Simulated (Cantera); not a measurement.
Input: 1 mol Si, 0.028 mol CO₂, 140 mol H₂, 1.7 mol N₂O, held at 1048.15 K and 3.60 bar.

Cantera equilibrium calculation (NASA polynomials, part measured and part estimated; ideal gas, pure solids and liquids). Candidate condensed phases: C, C₆H₆, C₇H₈, C₈H₁₈, H₂O, Si, SiC, SiO₂, Si₂N₂O, Si₃N₄; 151 gas species. Mutual solubility and eutectic melting of coexisting phases are not modelled. Kinetics and transport are ignored.

Base state: H₂ 0.988, N₂ 0.0113, CH₄ 0.000198, NH₃ 0.000162, H₂O 6.41e-5 (mole fractions); condensed: SiO₂(β-quartz) + Si₂N₂O(s).

Task: What changes in the equilibrium state with this change: temperature from 1048.15 K to 2173 K?

Result: 
```csv
species,before,after
H₂,0.988,0.973
N₂,0.0113,0.0119
SiO,<1e-9,0.00700
H₂O,6.41e-5,0.00509
H,4.06e-9,0.00251
CH₄,0.000198,7.98e-9
CO,9.32e-8,0.000196
NH₃,0.000162,5.81e-6
"SiO₂(β-quartz), mol",0.831,0
"Si₂N₂O(s), mol",0.0844,0
```

Task: What changes in the equilibrium state with this change: CO₂ from 0.028 to 3.5 mol?

Result: 
```json
[
 {"species": "H₂", "before": "0.988", "after": "0.922"},
 {"species": "H₂O", "before": "6.41e-5", "after": "0.0405"},
 {"species": "CH₄", "before": "0.000198", "after": "0.0180"},
 {"species": "N₂", "before": "0.0113", "after": "0.0121"},
 {"species": "CO₂", "before": "<1e-9", "after": "0.000344"},
 {"species": "CO", "before": "9.32e-8", "after": "0.00661"},
 {"species": "NH₃", "before": "0.000162", "after": "0.000150"},
 {"species": "SiO₂(β-quartz), mol", "before": "0.831", "after": "1.00"},
 {"species": "Si₂N₂O(s), mol", "before": "0.0844", "after": "0"}
]
```

Task: What changes in the equilibrium state with this change: CO₂ from 0.028 to 4.8 mol?

Result: 
| species | before | after |
|---|---|---|
| H₂ | 0.988 | 0.900 |
| H₂O | 6.41e-5 | 0.0533 |
| CH₄ | 0.000198 | 0.0220 |
| CO | 9.32e-8 | 0.0114 |
| N₂ | 0.0113 | 0.0120 |
| CO₂ | <1e-9 | 0.000800 |
| NH₃ | 0.000162 | 0.000145 |
| SiO₂(β-quartz), mol | 0.831 | 1.00 |
| Si₂N₂O(s), mol | 0.0844 | 0 |
